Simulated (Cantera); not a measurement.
Feed: 1 mol PbO, 12 mol H2, 2 mol N2, equilibrated at 1848.15 K and 55.0 Pa.

Cantera equilibrium calculation (NASA polynomials, part measured and part estimated; ideal gas, pure solids and liquids). Candidate condensed phases: H2O, Pb, PbO, PbO2, Pb3O4; 27 gas species. The numbers say what is thermodynamically allowed, not how fast it happens.

Question: What is the equilibrium state?

Answer: 
* **x(H2)**: 0.717
* **x(N2)**: 0.132
* **x(Pb)**: 0.0660
* **x(H2O)**: 0.0659
* **x(H)**: 0.0192
* **x(OH)**: 0.000130
* **x(PbO)**: 1.50e-5
* **x(O)**: 2.64e-6
* **x(NO)**: 1.42e-6
* **gas amount**: 15.15 mol
* **log10 activity of Pb(l) (absent)**: -4.01
